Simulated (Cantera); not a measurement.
Feed: 1 mol SiCl4, 150 mol H2, held at 0.100 bar.

Cantera equilibrium calculation (NASA polynomials, part measured and part estimated; ideal gas, pure solids and liquids). Candidate condensed phases: Si; 19 gas species. Gases not in the tables: Si2H6 and higher silanes. The numbers say what is thermodynamically allowed, not how fast it happens.

Task: Which condensed phases are stable at each of these points (T (°C)): 1700, 1750, 1800, 1850, 1900, 1950, 2000?

Result: 
```tsv
T (°C)	condensed phases	Si condensed (%)
1700	Si(l)	70.3
1750	Si(l)	65.7
1800	Si(l)	57.7
1850	Si(l)	44.4
1900	Si(l)	23.0
1950	gas only	0.0
2000	gas only	0.0
```

From 1700 °C to 1900 °C the condensed part is Si(l). From 1950 °C to 2000 °C nothing is condensed.
